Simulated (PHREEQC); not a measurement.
## Polishing slurry liquid: an equilibrium model

Make-up at 25 °C: 0.14 mol/kgw TMAH. Closed to the air; pH follows from the charge balance.

All values are PHREEQC results (ion-association model, wateq4f.dat), not measurements.

```json
{
 "pH": "13.01",
 "ionic_strength": "0.140 mol/kgw",
 "total_alkalinity": "140 meq/kg"
}
```

| species | molality | activity | log γ |
|---|---|---|---|
| OH- | 0.140 | 0.103 | -0.133 |
| (CH3)4N+ | 0.140 | 0.104 | -0.128 |

No solid was allowed to form. Species that the database lacks are ignored. (CH3)4N+ isn't in the database: it is added as a free cation with an ion size of 4 Å.
